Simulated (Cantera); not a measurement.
A Cantera script and its output.

```python
import numpy as np
import cantera as ct

gas = ct.Solution("gri30.yaml")
gas.TPX = 1150, 13332, {'H2': 1.4, 'O2': 1, 'N2': 13}
reactor = ct.IdealGasConstPressureReactor(gas, energy="off", clone=False)
net = ct.ReactorNet([reactor])
net.rtol, net.atol = 1e-08, 1e-18
show = ['H2', 'O2', 'NO', 'H', 'NO2', 'OH', 'HO2']
times = np.geomspace(0.0001, 100, 10)

steps = ct.SolutionArray(gas, extra=["t"])
rows = []
print(f"{'t/s':>10s}{'T/K':>9s}{'P/Pa':>11s}" + "".join(f"{s:>11s}" for s in show))
for t in times:
    while net.time < t:
        t_next = net.step()
        steps.append(gas.state, t=t_next)
    rows.append([np.interp(t, steps.t, y) for y in (steps.T, steps.P, *steps(*show).X.T)])
    print(f"{t:10.3e}{rows[-1][0]:9.1f}{rows[-1][1]:11.4g}" + "".join(f"{x:11.3e}" for x in rows[-1][2:]))
rate = np.gradient(steps.T, steps.t)
print("integrator steps:", len(steps.t))
if steps.T.max() > steps.T[0] + 200:
    print(f"time of steepest temperature rise: {steps.t[rate.argmax()]:.4e} s")
gas.TPX = 1150, 13332, {'H2': 1.4, 'O2': 1, 'N2': 13}
gas.equilibrate("TP")
print(f"equilibrium (TP): T = {gas.T:.1f} K  " + "  ".join(f"{s} {gas[s].X[0]:.3e}" for s in show))
```

It prints:

```
       t/s      T/K       P/Pa         H2         O2         NO          H        NO2         OH        HO2
 1.000e-04   1150.0  1.333e+04  9.091e-02  6.494e-02  1.992e-20  4.110e-09  3.064e-27  3.145e-10  2.098e-09
 4.642e-04   1150.0  1.333e+04  9.090e-02  6.493e-02  3.285e-16  2.480e-06  2.219e-21  1.981e-07  8.724e-08
 2.154e-03   1150.0  1.333e+04  8.043e-03  2.697e-02  4.105e-06  2.351e-02  8.508e-11  1.558e-03  2.926e-06
 1.000e-02   1150.0  1.333e+04  1.350e-03  2.092e-02  6.735e-06  1.099e-03  5.961e-10  5.375e-04  2.249e-06
 4.642e-02   1150.0  1.333e+04  4.988e-05  2.040e-02  6.763e-06  6.716e-06  1.299e-08  9.469e-05  6.029e-07
 2.154e-01   1150.0  1.333e+04  2.579e-06  2.040e-02  6.744e-06  9.120e-08  3.248e-08  2.306e-05  4.895e-08
 1.000e+00   1150.0  1.333e+04  2.923e-07  2.040e-02  6.755e-06  3.911e-09  2.133e-08  8.149e-06  6.332e-09
 4.642e+00   1150.0  1.333e+04  5.018e-08  2.040e-02  6.765e-06  2.927e-10  1.164e-08  3.439e-06  1.350e-09
 2.154e+01   1150.0  1.333e+04  1.233e-08  2.040e-02  6.764e-06  3.610e-11  1.282e-08  1.696e-06  7.541e-10
 1.000e+02   1150.0  1.333e+04  7.955e-09  2.040e-02  6.760e-06  1.849e-11  1.657e-08  1.338e-06  7.696e-10
integrator steps: 2119
equilibrium (TP): T = 1150.0 K  H2 7.900e-09  O2 2.039e-02  NO 4.357e-05  H 1.828e-11  NO2 1.073e-07  OH 1.332e-06  HO2 7.699e-10
```

Detailed kinetics in Cantera: GRI-Mech 3.0 (53 species, 325 reactions). The temperature is held fixed by assumption; the heat of reaction is taken as removed at once.
